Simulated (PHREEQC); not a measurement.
Synthetic water in mg/L, 73 °C, pH 6.86, pe 10.3:

```tsv
constituent	mg/L
Na	0.831
K	0.734
Ca	2.02
Mg	0.619
Cl	0.784
S(6) as SO4	6.03
Alkalinity as HCO3	3.68
Zn	0.00339
O(0) (dissolved oxygen)	0.0993
Pb	0.11
```

Na is adjusted to close the charge balance.
Valence states are taken as typed.

Computed with PHREEQC (ion-association model, wateq4f.dat).

Each row changes one thing in this solution. This is a speciation only: nothing precipitates in the calculation.

```
case                                               HCO3- (mol/kgw)  Mg+2 (mol/kgw)  CO2 (mol/kgw)  MgSO4 (mol/kgw)  CaSO4 (mol/kgw)  Pb+2 (mol/kgw)  SI of Pb(OH)2 (Pb(OH)2)  SI of Cerrusite (PbCO3)
-------------------------------------------------  ---------------  --------------  -------------  ---------------  ---------------  --------------  -----------------------  -----------------------
as made                                                    5.86e-5         2.46e-5        1.64e-5          8.49e-7          7.40e-7         3.13e-7                    +0.45                    -1.42
temperature from 73 to 10 °C at the same typed pH          6.01e-5         2.52e-5        2.36e-5          2.07e-7          4.52e-7         3.72e-7                    -1.44                    -1.01
all concentrations times 3 at the same typed pH           0.000176         7.01e-5        4.85e-5          6.18e-6          5.52e-6         5.92e-7                    +0.70                    -0.70
pH from 6.86 to 7.86 at the same alkalinity                4.53e-5         2.43e-5        1.27e-6          8.42e-7          7.39e-7         8.53e-8                    +1.88                    -1.09
```

Complexes and solids missing from the database can't appear. Some of these states are supersaturated (in Pb(OH)2, for instance). At this temperature some constants are extrapolated from 25 °C, and those without enthalpy data are left unchanged.
